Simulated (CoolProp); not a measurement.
The numbers come from the reference Helmholtz-energy equation of state, Gao 2022 in CoolProp.

Problem. For n-perfluorohexane, give the phase and the density (kg/m³), cp (kJ/(kg K)), speed of sound (m/s), expansivity (1/kK) at 95.75 °C and 90.5 bar; 165.25 °C and 90.5 bar.

Solution. 
- 95.75 °C and 90.5 bar: liquid; density 1520, cp 1.12, speed of sound 414, expansivity 1.86
- 165.25 °C and 90.5 bar: liquid; density 1310, cp 1.20, speed of sound 278, expansivity 2.53
